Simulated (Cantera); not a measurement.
Mixture: CH4 : O2 : N2 = 1 : 1.25 : 4.7 (molar parts), equivalence ratio 1.6, at 9.87 atm, adiabatic and at constant pressure. Ignition delay is the time to a rise of 400 K.

Computed with Cantera and GRI-Mech 3.0 (53 species, 325 reactions).

What does this change do: 0.063 parts H2 added?


```
quantity                                                before       after
--------------------------------------------------  ----------  ----------
delay at 1275 K                                        2.48 ms     1.33 ms
delay at 1425 K                                       0.489 ms    0.339 ms
delay at 1575 K                                       0.114 ms     90.1 µs
delay at 1725 K                                        31.3 µs     27.0 µs
apparent activation energy between 1650 and 1800 K  200 kJ/mol  180 kJ/mol
```

What does this change do: pressure from 9.87 atm to 1.00 atm?


| quantity | before | after |
|---|---|---|
| delay at 1275 K | 2.48 ms | 20.9 ms |
| delay at 1425 K | 0.489 ms | 3.24 ms |
| delay at 1575 K | 0.114 ms | 0.673 ms |
| delay at 1725 K | 31.3 µs | 0.194 ms |
| apparent activation energy between 1650 and 1800 K | 200 kJ/mol | 180 kJ/mol |
